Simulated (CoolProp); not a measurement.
Methane along the isobar 3.53 MPa: Z from the reference equation and from simpler models built on Tc = 190.6 K, pc = 4.599 MPa, ω = 0.011; each cubic takes its own stable root.

Computed with CoolProp (reference Helmholtz-energy equation of state, Setzmann 1991).

```json
[
 {"T (K)": "118.4", "phase": "liquid", "reference": "0.1383"},
 {"T (K)": "125.1", "phase": "liquid", "reference": "0.1341"},
 {"T (K)": "131.8", "phase": "liquid", "reference": "0.1307"},
 {"T (K)": "138.5", "phase": "liquid", "reference": "0.1279"},
 {"T (K)": "145.2", "phase": "liquid", "reference": "0.1259"},
 {"T (K)": "152", "phase": "liquid", "reference": "0.1246"},
 {"T (K)": "158.7", "phase": "liquid", "reference": "0.1241"},
 {"T (K)": "165.4", "phase": "liquid", "reference": "0.1249"},
 {"T (K)": "172.1", "phase": "liquid", "reference": "0.1273"},
 {"T (K)": "178.8", "phase": "liquid", "reference": "0.1334"},
 {"T (K)": "185.5", "phase": "gas", "reference": "0.6029"},
 {"T (K)": "192.3", "phase": "gas", "reference": "0.6754"},
 {"T (K)": "199", "phase": "gas", "reference": "0.7233"},
 {"T (K)": "205.7", "phase": "gas", "reference": "0.7597"},
 {"T (K)": "212.4", "phase": "gas", "reference": "0.7888"}
]
```

**Question.** How far does each simpler model (van der Waals, Redlich-Kwong, Soave-Redlich-Kwong, Peng-Robinson) lie from the reference over these 15 states: mean and median of the absolute difference, and the worst?

**Answer.** 
- van der Waals: mean 50.5 %, median 44.5 %, worst +334.6 % at 178.8 K and 3.53 MPa
- Redlich-Kwong: mean 2.7 %, median 0.8 %, worst +13.1 % at 178.8 K and 3.53 MPa
- Soave-Redlich-Kwong: mean 3.1 %, median 1.2 %, worst +13.3 % at 178.8 K and 3.53 MPa
- Peng-Robinson: mean 6.2 %, median 5.4 %, worst -11.0 % at 118.4 K and 3.53 MPa

At some of these states van der Waals gives the other phase, because its saturation line lies elsewhere.
